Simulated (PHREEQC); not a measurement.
PHREEQC input (ion-association model, wateq4f.dat):

```
SOLUTION_MASTER_SPECIES
  An  An-  0  An  62.0  # stands for a non-complexing anion
SOLUTION_SPECIES
  An- = An-
    -log_k 0
    -gamma 3.0 0
  SO4-2 + 10H+ + 8e- = H2S + 4H2O  # shut off: sulfate is not reduced
    -log_k -100
    -delta_h 0
    -analytic -100
PHASES
  Fix_H+
    H+ = H+
    -log_k 0
SOLUTION 1
  temp 25
  units mmol/kgw
  pH 7 charge
  S(6) 0.0042
  Ag 0.0084
  Cl 0.018
  Mn(2) 0.009
  Na 100
  An 100
END
SELECTED_OUTPUT 1
  -reset false
  -pH true
  -pe true
  -ionic_strength true
  -water true
  -totals Ag Cl Mn Na S Mn(2) Mn(3) Mn(6) Mn(7) S(-2)
    S(6)
  -molalities Hfo_wOH Hfo_wOH2+ Hfo_wO- Hfo_sOH Hfo_sOH2+ Hfo_sO- Hfo_sOMn+ Hfo_wOMn+ Hfo_sOAg Hfo_wOAg
    Hfo_wSO4- Hfo_wOHSO4-2
  -saturation_indices Pyrochroite Cerargyrite Ag2O Ag2SO4 Halite Mirabilite
USER_PUNCH 1
  -headings sigma psi
  10 PUNCH EDL("sigma", "Hfo"), EDL("psi", "Hfo")
PRINT
  -reset false
USE solution 1
SURFACE 1
  Hfo_wOH 0.000561798 600 0.25
  Hfo_sOH 1.40449e-05
EQUILIBRIUM_PHASES 1
  Fix_H+ -3 HAn 10
    -force_equality true
END
# ... the last block is repeated for the other 16 points of pH, with NaOH or the acid as the point needs
```

Selected output (columns that matter, 17 of 17 rows; pH added in front):

```
pH	mu	Ag	Mn	Na	S	m_Hfo_wOH	m_Hfo_wOH2+	si_Pyrochroite	si_Cerargyrite	si_Ag2O	si_Halite	si_Mirabilite	sigma	psi
3	0.10153	8.4e-06	9e-06	0.1	5.7298e-08	1.0363e-05	0.00054729	-14.648	-0.3078	-16.965	-7.555	-8.8779	0.35817	0.15187
3.5	0.10069	8.3997e-06	9e-06	0.1	6.1284e-08	2.9631e-05	0.00052799	-13.647	-0.3072	-15.964	-7.5543	-8.8357	0.34525	0.1502
4	0.1004	8.3977e-06	8.9999e-06	0.1	7.9378e-08	7.2537e-05	0.00048489	-12.647	-0.3071	-14.965	-7.5541	-8.7191	0.31636	0.14581
4.5	0.10028	8.386e-06	8.9992e-06	0.1	1.3399e-07	0.00014218	0.00041444	-11.647	-0.3076	-13.966	-7.554	-8.4903	0.2689	0.13756
5	0.10021	8.3311e-06	8.9937e-06	0.1	2.965e-07	0.00022384	0.00033058	-10.647	-0.3104	-12.971	-7.554	-8.1448	0.21175	0.12545
5.5	0.10016	8.1217e-06	8.9533e-06	0.1	7.7531e-07	0.00029872	0.00025152	-9.6486	-0.3213	-11.993	-7.5538	-7.7272	0.1567	0.11031
6	0.10012	7.4931e-06	8.685e-06	0.1	1.8985e-06	0.00035698	0.00018687	-8.6618	-0.356	-11.063	-7.5535	-7.3381	0.11024	0.092941
6.5	0.10009	6.252e-06	7.387e-06	0.1	3.2771e-06	0.00039638	0.00013839	-7.7321	-0.4341	-10.221	-7.5529	-7.1009	0.073573	0.073768
7	0.10006	4.9146e-06	4.4276e-06	0.1	3.977e-06	0.00041854	0.00010411	-6.9544	-0.538	-9.4298	-7.5523	-7.0168	0.045323	0.052901
7.5	0.10003	3.8282e-06	1.6858e-06	0.1	4.1596e-06	0.00042797	8.0745e-05	-6.3738	-0.646	-8.6468	-7.5517	-6.9972	0.023277	0.030424
8	0.10003	2.6308e-06	4.0513e-07	0.10002	4.1937e-06	0.00042961	6.4513e-05	-5.9935	-0.8083	-7.9727	-7.5511	-6.9935	0.0048591	0.0067098
8.5	0.10004	1.4283e-06	7.0396e-08	0.10005	4.199e-06	0.00042645	5.1746e-05	-5.7547	-1.0731	-7.5034	-7.5504	-6.9927	-0.012802	-0.017393
9	0.10007	6.1681e-07	1.0691e-08	0.10009	4.1998e-06	0.00041807	4.0078e-05	-5.5772	-1.4377	-7.2332	-7.5499	-6.9924	-0.032776	-0.040915
9.5	0.10012	2.3092e-07	1.6247e-09	0.10016	4.2e-06	0.00040113	2.8849e-05	-5.4074	-1.8649	-7.088	-7.5495	-6.9919	-0.057954	-0.06311
10	0.10023	8.3242e-08	2.7896e-10	0.1003	4.2e-06	0.00037049	1.8664e-05	-5.2086	-2.3103	-6.9788	-7.5489	-6.991	-0.090742	-0.083541
10.5	0.10055	3.1351e-08	6.2543e-11	0.10065	4.2e-06	0.00032151	1.0497e-05	-4.9554	-2.7419	-6.8417	-7.5476	-6.9889	-0.13279	-0.10198
11	0.10148	1.3418e-08	2.2087e-11	0.10162	4.2e-06	0.00025294	4.8896e-06	-4.6225	-3.1357	-6.6286	-7.5441	-6.983	-0.18419	-0.11809
```

Species that the database lacks are ignored. The oxide is taken as insoluble; below pH 4 it would dissolve.
